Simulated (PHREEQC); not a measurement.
Dissolve 0.0012 mol/kgw Cu(BF4)2, 0.095 mol/kgw HCl and 0.012 mol/kgw KCl at 25 °C. Closed to the air; pH follows from the charge balance.

Computed with PHREEQC (ion-association model, phreeqc.dat).

Precipitation was switched off in this run.

**Question.** Order these Cu species by the share of Cu that they hold, largest first: Cu+2, CuCl+, CuCl2.

**Answer.** Cu+2 (90 %), CuCl+ (10 %), CuCl2 (0.33 %)

**Question.** Order these B species by the share of B that they hold, largest first: BF3OH-, H3BO3, BF4-, BF2(OH)2-.

**Answer.** H3BO3 (58 %), BF4- (39 %), BF3OH- (2.5 %), BF2(OH)2- (0.61 %)

The pH is 1.11 and the ionic strength 0.109 mol/kgw. Complexes and solids missing from the database can't appear. Real BF4- forms and hydrolyses slowly; the run takes it at equilibrium.
